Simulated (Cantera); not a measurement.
A Cantera script and what it prints.

```python
import numpy as np
import cantera as ct

gas_names = """
    Ba BaF BaF2 F F2 H HF H2 H2F2 H3F3 H4F4 H5F5 H6F6 H7F7 N NF NF2 NF3 NH NH2 NH3 N2 N2H2 N2H4
""".split()
cond_names = """
    Ba(cr) Ba(L) BaF2(a) BaF2(b,c) BaF2(L)
""".split()


# ... load() reads the species with a 1 bar reference pressure and builds the phases ...
atoms = {
    'BaF2': {'Ba': 1, 'F': 2},
    'HF': {'H': 1, 'F': 1},
    'N2': {'N': 2},
}
top_T = {}  # K; cautious upper limits of use, not melting points


# ... equilibrate(T, P, feed) seeds the gas with the atoms and calls Mixture.equilibrate('TP', solver="vcs", rtol=1e-11, max_steps=5000) ...
results = []
feed = {'BaF2': 1, 'HF': 4.6, 'N2': 0.96}  # mol
P = 0.25  # Pa
for T in [1023, 1173, 1323, 1473, 1623, 1773, 1923, 2073, 2223]:
    mix = equilibrate(T, P, feed)
    results.append((T, P, feed, dict(zip(mix.species_names, mix.species_moles))))

top = {s: max(r[3][s] / sum(r[3][g] for g in gas_names) for r in results) for s in gas_names}
cols = sorted((s for s in top if top[s] > 0.0001), key=lambda s: -top[s])[:6]
seen = [c for c in cond_names if any(r[3].get(c, 0) > 1e-12 for r in results)]
print("log10 of partial pressures in bar; condensed amounts in mol")
print(f"{'T/K':>10s}" + "".join(f"{s[:9]:>10s}" for s in cols + seen))
for T, P, feed, n in results:
    ng = sum(n[g] for g in gas_names)
    print(f"{T:10.4g}" + "".join(f"{np.log10(max(n[s] / ng * P / 1e5, 1e-99)):10.3f}" for s in cols)
          + "".join(f"{n.get(c, 0):10.4g}" for c in seen))
```

Result:

```
log10 of partial pressures in bar; condensed amounts in mol
       T/K        HF        N2      BaF2         F         H       BaF   BaF2(a)
      1023    -5.684    -6.365   -10.570   -13.775   -15.426   -19.956    0.9999
      1173    -5.686    -6.366    -8.073   -12.207   -13.206   -15.355    0.9811
      1323    -5.756    -6.437    -6.419   -10.997   -11.548   -12.071         0
      1473    -5.756    -6.437    -6.419    -9.954   -10.245   -10.852         0
      1623    -5.757    -6.437    -6.419    -9.059    -9.223    -9.903         0
      1773    -5.758    -6.438    -6.421    -8.290    -8.397    -9.140         0
      1923    -5.765    -6.441    -6.427    -7.632    -7.712    -8.511         0
      2073    -5.790    -6.451    -6.446    -7.073    -7.139    -7.982         0
      2223    -5.864    -6.481    -6.502    -6.612    -6.671    -7.541         0
```

Equilibrium computed with Cantera from the NASA thermochemical tables; the gas is ideal and each condensed phase is pure.
